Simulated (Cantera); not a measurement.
Input: 1 mol C2F6, 0.051 mol HCl, equilibrated at 3298 K and 5.90 mbar.

Equilibrium computed with Cantera from the NASA thermochemical tables; the gas is ideal and each condensed phase is pure. Candidate condensed phases: C, C6H6, C7H8, C8H18; 118 gas species. The feed counts by its element totals alone. Rates play no part.

Base state: F 0.810, CF 0.0623, C3 0.0518, C 0.0430, C2 0.0147, Cl 0.00751, HF 0.00586, CF2 0.00233 (mole fractions); condensed: gas only.

What changes in the equilibrium state with this change: 0.084 mol Cl2 added?


| species | before | after |
|---|---|---|
| F | 0.810 | 0.791 |
| CF | 0.0623 | 0.0603 |
| C3 | 0.0518 | 0.0504 |
| Cl | 0.00751 | 0.0314 |
| C2 | 0.0147 | 0.0144 |
| C | 0.0430 | 0.0426 |
| CF2 | 0.00233 | 0.00220 |
| C5 | 0.000312 | 0.000298 |
